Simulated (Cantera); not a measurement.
A freely propagating, adiabatic, planar premixed flame of H2 : O2 : N2 = 1 : 0.208 : 0.896 (molar parts), equivalence ratio 2.4, unburnt at 723 K and 500000 Pa; mixture-averaged transport, grid criteria slope 0.08 and curve 0.16, no radiation.

Computed with Cantera and the H2/O2 subset of GRI-Mech 3.0, which has no nitrogen chemistry. The hydrogen kinetics of GRI-Mech 3.0 are dated; newer H2 mechanisms differ, most at raised pressure. Burning velocities carry a grid error of a few per cent, more on coarse grids.

x: mole fraction of selected species; z is measured from the peak of heat release.

| z (mm) | T (K) | u (m/s) | x H2 | x O2 | x HO2 | x H2O | x O | x H |
|---|---|---|---|---|---|---|---|---|
| -0.197 | 723 | 11.3 | 0.475 | 0.0989 | <1e-8 | <1e-8 | <1e-8 | <1e-8 |
| -0.131 | 723 | 11.3 | 0.475 | 0.0989 | <1e-8 | <1e-8 | <1e-8 | <1e-8 |
| -0.0983 | 723 | 11.3 | 0.475 | 0.0989 | ___ | ___ | <1e-8 | <1e-8 |
| -0.0655 | 723 | 11.3 | 0.475 | 0.0989 | ___ | ___ | ___ | ___ |
| -0.0328 | 777 | 12.0 | 0.467 | 0.0984 | 0.000552 | 0.00286 | 2.49e-5 | 0.000496 |
| -0.0164 | 1014 | 15.3 | 0.434 | 0.0903 | 0.000424 | 0.0264 | 0.000341 | 0.00675 |
| 0 | 1370 | 20.2 | 0.366 | 0.0605 | 0.000213 | 0.0910 | 0.00159 | 0.0282 |
| 0.0164 | 1625 | 23.8 | 0.305 | 0.0243 | 8.17e-5 | 0.162 | 0.00172 | 0.0491 |
| 0.0328 | 1752 | 25.5 | 0.281 | 0.00732 | 2.40e-5 | 0.195 | 0.000956 | 0.0549 |
| 0.0655 | 1861 | 27.0 | 0.277 | 0.000850 | 2.70e-6 | 0.209 | 0.000433 | 0.0492 |
| 0.131 | 1958 | 28.2 | 0.284 | 0.000105 | 4.16e-7 | 0.213 | 0.000248 | 0.0371 |
| 0.262 | 2042 | 29.2 | 0.291 | 4.24e-5 | 1.97e-7 | 0.215 | 0.000127 | 0.0253 |
| 0.524 | 2106 | 29.9 | 0.297 | 1.79e-5 | 8.99e-8 | 0.217 | 5.37e-5 | 0.0160 |

**Question.** Some entries are withheld; supply them.

**Answer.** 
- -0.0983, x HO2: 8.62e-8
- -0.0983, x H2O: 5.49e-8
- -0.0655, x HO2: 6.19e-6
- -0.0655, x H2O: 3.86e-6
- -0.0655, x O: 2.06e-8
- -0.0655, x H: 4.53e-7
